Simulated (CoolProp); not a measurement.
A simple Rankine cycle with R1233zd(E): condensing at 328.15 K, boiler at 1.79 MPa, turbine inlet 439.7 K, turbine efficiency 0.9, pump efficiency 0.6, no recuperator. Each further row changes one setting.

The numbers come from the reference Helmholtz-energy equation of state, Akasaka 2022 in CoolProp.

```tsv
case	thermal efficiency (%)	net work (kJ/kg)	heat in (kJ/kg)	turbine exit temperature (K)	volume ratio over the turbine
as stated	12.5	32.4	260	386.0	5.48
condensing temperature 320.15 K	13.8	37.2	(withheld)	(withheld)	(withheld)
boiler pressure 1.25 MPa	(withheld)	27.2	268	399.9	3.68
turbine efficiency 0.8	(withheld)	28.6	260	(withheld)	5.55
```

What belongs in the gaps?


- condensing temperature 320.15 K, heat in (kJ/kg): 270
- condensing temperature 320.15 K, turbine exit temperature (K): 379.7
- condensing temperature 320.15 K, volume ratio over the turbine: 6.89
- boiler pressure 1.25 MPa, thermal efficiency (%): 10.2
- turbine efficiency 0.8, thermal efficiency (%): 11.0
- turbine efficiency 0.8, turbine exit temperature (K): 390.1
